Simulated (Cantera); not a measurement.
Cantera run:

```python
import numpy as np
import cantera as ct

gas_names = """
    Cr CrO CrO2 CrO3 H HO2 H2 H2O H2O2 O OH O2 O3
""".split()
cond_names = """
    Cr(cr) Cr(L) Cr2O3(s) Cr2O3(L) H2O(s) H2O(L)
""".split()


# ... load() reads the species with a 1 bar reference pressure and builds the phases ...
atoms = {
    'Cr2O3': {'Cr': 2, 'O': 3},
    'H2': {'H': 2},
    'H2O': {'H': 2, 'O': 1},
}
top_T = {}  # K; cautious upper limits of use, not melting points


# ... equilibrate(T, P, feed) seeds the gas with the atoms and calls Mixture.equilibrate('TP', solver="vcs", rtol=1e-11, max_steps=5000) ...
results = []
feed = {'Cr2O3': 1, 'H2': 9.5, 'H2O': 1.5}  # mol
T = 1525  # K
P = 23000  # Pa
mix = equilibrate(T, P, feed)
results.append((T, P, feed, dict(zip(mix.species_names, mix.species_moles))))
print(gas.report(threshold=0.0001))
for i in range(1, mix.n_phases):
    print(f"{mix.phase(i).name:16s} {mix.phase_moles(i):12.5e} mol")
```

Result:

```
       temperature   1525 K
          pressure   23000 Pa
           density   0.0076142 kg/m^3
  mean mol. weight   4.1976 kg/kmol
   phase of matter   gas

                          1 kg             1 kmol
                     ---------------   ---------------
          enthalpy        1.3943e+06        5.8528e+06  J
   internal energy       -1.6264e+06       -6.8268e+06  J
           entropy             48787        2.0479e+05  J/K
    Gibbs function       -7.3006e+07       -3.0645e+08  J
 heat capacity c_p            8224.1             34521  J/K
 heat capacity c_v            6243.3             26207  J/K

                      mass frac. Y      mole frac. X     chem. pot. / RT
                     ---------------   ---------------   ---------------
                H2           0.41476           0.86359           -20.267
               H2O           0.58522           0.13636           -48.881
     [  +11 minor]        1.1966e-05        4.6068e-05

Cr(cr)            0.00000e+00 mol
Cr2O3(s)          1.00000e+00 mol
```

Method: chemical equilibrium by Gibbs-energy minimisation in Cantera with the NASA 1993 tables (ideal gas, pure condensed phases).
